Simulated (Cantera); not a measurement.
Input: 1 mol Fe, 0.043 mol H2S, a varied amount of H2, 0.28 mol SO2, at 1200 K and 89.0 Pa.

Cantera equilibrium calculation (NASA polynomials, part measured and part estimated; ideal gas, pure solids and liquids). Candidate condensed phases: Fe, FeO, Fe(OH)2, Fe(OH)3, FeS, FeSO4, FeS2, Fe2O3, Fe2(SO4)3, Fe3O4, H2O, H2SO4, S; 22 gas species. Mutual solubility and eutectic melting of coexisting phases are not modelled. FeS: taken at fixed stoichiometry. The numbers say what is thermodynamically allowed, not how fast it happens.

### Question
Which condensed phases are stable at each of these points (n(H2) (mol)): 6.8, 9.9, 14, 21, 31, 45, 66, 96, 140, 200, 300?

### Answer
| n(H2) (mol) | condensed phases | Fe condensed (%) |
|---|---|---|
| 6.8 | Fe(γ) + FeS(s) | 100.0 |
| 9.9 | Fe(γ) + FeS(s) | 100.0 |
| 14 | Fe(γ) + FeS(s) | 100.0 |
| 21 | Fe(γ) + FeS(s) | 100.0 |
| 31 | Fe(γ) + FeS(s) | 100.0 |
| 45 | Fe(γ) + FeS(s) | 100.0 |
| 66 | Fe(γ) + FeS(s) | 100.0 |
| 96 | Fe(γ) | 100.0 |
| 140 | Fe(γ) | 100.0 |
| 200 | Fe(γ) | 100.0 |
| 300 | Fe(γ) | 100.0 |

From 6.8 mol H2 to 66 mol H2 the condensed part is Fe(γ) + FeS(s). From 96 mol H2 to 300 mol H2 the condensed part is Fe(γ).
